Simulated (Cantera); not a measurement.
A perfectly stirred reactor is fed with CH₄ : CO₂ : H₂ = 1 : 3.4 : 0.83 (molar parts), at 1.01 bar; it is held at 1750 K, and followed from long to short residence time.

Cantera simulation using GRI-Mech 3.0 (53 species, 325 reactions); the numbers are that mechanism's predictions, not measurements.

**Question.** What does this change do: pressure from 1.01 bar to 2.90 bar?

**Answer.** 
| quantity | before | after |
|---|---|---|
| x(CH₄) at τ = 7.50 s | 0.00263 | 0.00227 |
| x(CO₂) at τ = 7.50 s | 0.139 | 0.138 |
| x(H₂) at τ = 7.50 s | 0.188 | 0.189 |
| x(C₂H₄) at τ = 7.50 s | 6.23e-6 | 8.65e-6 |
| x(HCO) at τ = 7.50 s | 3.23e-8 | 5.49e-8 |
| x(CH₄) at τ = 83.0 ms | 0.0281 | 0.0248 |
| x(CO₂) at τ = 83.0 ms | 0.251 | 0.227 |
| x(H₂) at τ = 83.0 ms | 0.121 | 0.126 |
| x(C₂H₄) at τ = 83.0 ms | 0.000396 | 0.000524 |
| x(HCO) at τ = 83.0 ms | 3.16e-8 | 3.87e-8 |

**Question.** What does this change do: temperature 1750 to 1573 K?

**Answer.** 
| quantity | before | after |
|---|---|---|
| x(CH₄) at τ = 7.50 s | 0.00263 | 0.0179 |
| x(CO₂) at τ = 7.50 s | 0.139 | 0.195 |
| x(H₂) at τ = 7.50 s | 0.188 | 0.157 |
| x(C₂H₄) at τ = 7.50 s | 6.23e-6 | 0.000385 |
| x(HCO) at τ = 7.50 s | 3.23e-8 | 7.86e-9 |
| x(CH₄) at τ = 83.0 ms | 0.0281 | 0.129 |
| x(CO₂) at τ = 83.0 ms | 0.251 | 0.507 |
| x(H₂) at τ = 83.0 ms | 0.121 | 0.122 |
| x(C₂H₄) at τ = 83.0 ms | 0.000396 | 0.00163 |
| x(HCO) at τ = 83.0 ms | 3.16e-8 | 2.94e-9 |
